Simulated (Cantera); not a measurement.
Feed: 1 mol Si2Cl6, 3.7 mol NH3, 0.13 mol H2, at 1052 °C and 0.420 bar.

These are equilibrium values from Cantera (NASA tables, ideal gas, pure condensed phases), not measurements of a reactor. The feed counts by its element totals alone. The tables' values for SiCl3 are old estimates; treat these amounts as uncertain. Kinetics and transport are ignored.

| species | before | after |
|---|---|---|
| H2 | 0.425 | 0.796 |
| HCl | 0.406 | 0.182 |
| N2 | 0.102 | 0.0188 |
| SiCl4 | 0.0597 | 0.00211 |
| SiCl3 | 0.00304 | 0.000329 |
| SiHCl3 | 0.00320 | 0.000474 |
| SiCl2 | 0.000839 | 0.000277 |
| SiH2Cl2 | 2.46e-5 | 1.53e-5 |
| Si3N4(s), mol | 0.466 | 0.633 |
Gas species are given as mole fractions.

Task: Name the change that produced these shifts.
A) pressure from 0.420 bar to 1.33 mbar
B) temperature from 1052 °C to 900 °C
C) temperature from 1052 °C to 600 °C
D) H2 from 0.13 to 22 mol

Result: D, H2 from 0.13 to 22 mol
